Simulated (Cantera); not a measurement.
Input (Python, Cantera) and output of one run.

```python
import numpy as np
import cantera as ct

gas_names = """
    C CN CO CO2 C2 CCN CNC C2N2 C2O C3 C3O2 C4 C4N2 C5 Cu CuO Cu2 N NCO NO NO2 NO3 N2 N2O O O2 O3
""".split()
cond_names = """
    C(gr) Cu(cr) Cu(L) CuO(s) Cu2O(s) Cu2O(L)
""".split()


# ... load() reads the species with a 1 bar reference pressure and builds the phases ...
atoms = {
    'Cu2O': {'Cu': 2, 'O': 1},
    'C': {'C': 1},
    'N2': {'N': 2},
}
top_T = {'C(gr)': 4500, 'CuO(s)': 1390}  # K; cautious upper limits of use, not melting points


# ... equilibrate(T, P, feed) seeds the gas with the atoms and calls Mixture.equilibrate('TP', solver="vcs", rtol=1e-11, max_steps=5000) ...
results = []
feed = {'Cu2O': 1, 'C': 0.5, 'N2': 3.3}  # mol
T = 1923.15  # K
P = 35  # Pa
mix = equilibrate(T, P, feed)
results.append((T, P, feed, dict(zip(mix.species_names, mix.species_moles))))
x = sorted(zip(gas.X, gas.species_names), reverse=True)
print(f"T = {T:g} K  P = {P:g} Pa  gas = {mix.phase_moles(0):.4g} mol")
print("   x: " + "  ".join(f"{s} {v:.3e}" for v, s in x if v > 1e-05))
print("   condensed (mol): " + ("  ".join(f"{mix.phase(i).name} {mix.phase_moles(i):.4g}"
      for i in range(1, mix.n_phases) if mix.phase_moles(i) > 1e-12) or "none"))
```

It prints:

```
T = 1923.15 K  P = 35 Pa  gas = 5.872 mol
   x: N2 5.614e-01  Cu 3.404e-01  CO2 6.236e-02  CO 2.279e-02  O2 9.834e-03  O 1.921e-03  NO 1.123e-03  CuO 7.292e-05  Cu2 6.228e-05
   condensed (mol): none
```

These are equilibrium values from Cantera (NASA tables, ideal gas, pure condensed phases), not measurements of a reactor.
